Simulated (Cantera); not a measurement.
Source: NASA polynomial tables (part measured, part estimated), evaluated in Cantera. Values are per mole of reaction as written; species without (g) are pure solids or liquids, kept so even where they would boil at 1 bar.

Ti + C₂H₅OH(g) → C₂H₂(g) + TiO(g) + 4 H(g), with ΔH° = 1389.7 kJ and ΔS° = 582.4 J/K at 300 K.

Question: How far is the shortcut ΔG° ≈ ΔH°(300 K) − T·ΔS°(300 K) from the full temperature-dependent value at 1498, 1648, 1798, 1948, 2098 K?

Answer: 
```csv
T (K),shortcut (kJ),full (kJ),difference (kJ),difference in log10 K,condensed phases
1498,517.3,464.9,52.4,-1.83,Ti(β)
1648,429.9,369.7,60.2,-1.91,Ti(β)
1798,342.6,274.6,67.9,-1.97,Ti(β)
1948,255.2,179.7,75.5,-2.02,Ti(l)
2098,167.8,86.1,81.7,-2.04,Ti(l)
```
The shortcut ignores heat capacities and the phase changes listed.
